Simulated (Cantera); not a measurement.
A closed system holds: 1 mol SiCl₄, 0.62 mol Cl₂, 0.74 mol H₂, held at 1.00 bar.

Cantera equilibrium calculation (NASA polynomials, part measured and part estimated; ideal gas, pure solids and liquids). Candidate condensed phases: Si; 19 gas species. The tables' values for SiCl₃ are old estimates; treat these amounts as uncertain. Kinetics and transport are ignored.

x: gas mole fraction; nothing condenses.

```csv
T (°C),x HCl,x SiCl₄,x H₂,x SiCl₃,x SiHCl₃,x SiCl₂
250,0.525,0.424,0.0508,<1e-12,1.39e-7,<1e-12
350,0.525,0.424,0.0508,5.92e-11,1.90e-6,<1e-12
450,0.525,0.424,0.0508,6.74e-9,[?],<1e-12
550,0.525,0.424,0.0508,2.38e-7,[?],[?]
650,0.526,0.424,0.0507,3.84e-6,0.000146,1.40e-9
750,0.526,0.423,0.0505,3.56e-5,0.000344,6.31e-8
850,0.526,0.423,0.0500,0.000219,0.000689,1.40e-6
950,0.527,0.421,0.0491,0.000983,0.00121,1.83e-5
1050,0.530,0.417,0.0470,0.00342,0.00188,0.000153
```

What belongs in the gaps?


- 450, x SiHCl₃: 1.23e-5
- 550, x SiHCl₃: 4.94e-5
- 550, x SiCl₂: 1.21e-11
